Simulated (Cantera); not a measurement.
Input (Python, Cantera) and output of one run.

```python
import numpy as np
import cantera as ct

gas_names = """
    B BH BH2 BH3 BO BO2 B2 B2O B2O2 B2O3 B3O3H3 H HBO HBO2 HO2 H2 H2O H2O2 H3B3O6 O OH O2 O3
""".split()
cond_names = """
    B(b) B(L) B2O3(L) B3O3H3(cr) H2O(s) H2O(L)
""".split()


# ... load() reads the species with a 1 bar reference pressure and builds the phases ...
atoms = {
    'B2O3': {'B': 2, 'O': 3},
    'H2O': {'H': 2, 'O': 1},
    'H2': {'H': 2},
}
top_T = {}  # K; cautious upper limits of use, not melting points


# ... equilibrate(T, P, feed) seeds the gas with the atoms and calls Mixture.equilibrate('TP', solver="vcs", rtol=1e-11, max_steps=5000) ...
results = []
feed = {'B2O3': 1, 'H2O': 0.21, 'H2': 56}  # mol
T = 2073  # K
P = 13332.2  # Pa
mix = equilibrate(T, P, feed)
results.append((T, P, feed, dict(zip(mix.species_names, mix.species_moles))))
x = sorted(zip(gas.X, gas.species_names), reverse=True)
print(f"T = {T:g} K  P = {P:g} Pa  gas = {mix.phase_moles(0):.4g} mol")
print("   x: " + "  ".join(f"{s} {v:.3e}" for v, s in x if v > 1e-06))
print("   condensed (mol): " + ("  ".join(f"{mix.phase(i).name} {mix.phase_moles(i):.4g}"
      for i in range(1, mix.n_phases) if mix.phase_moles(i) > 1e-12) or "none"))
```

It prints:

```
T = 2073 K  P = 13332.2 Pa  gas = 57.45 mol
   x: H2 9.558e-01  HBO 1.417e-02  HBO2 1.222e-02  H 7.042e-03  H2O 5.845e-03  B2O3 2.982e-03  BO 1.416e-03  B2O2 5.149e-04  BO2 1.235e-05  OH 4.898e-06
   condensed (mol): none
```

These are equilibrium values from Cantera (NASA tables, ideal gas, pure condensed phases), not measurements of a reactor.
